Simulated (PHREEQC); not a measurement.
Consider water at 82 °C with 0.0015 mol/kgw HF, 0.0004 mol/kgw Na2SO4 and 0.0011 mol/kgw KCl. Closed to the air; pH follows from the charge balance.

All values are PHREEQC results (ion-association model, wateq4f.dat), not measurements.

Precipitation was switched off in this run.

Task: Order these S species by the share of S that they hold, largest first: HSO4-, NaSO4-, SO4-2, KSO4-.

Result: SO4-2 (85 %), HSO4- (13 %), KSO4- (1.2 %), NaSO4- (0.36 %)

Task: Order these F species by the share of F that they hold, largest first: HF, F-, HF2-.

Result: HF (65 %), F- (34 %), HF2- (0.29 %)

The pH is 3.36 and the ionic strength 0.00270 mol/kgw. Constants without temperature data keep their 25 °C values here.
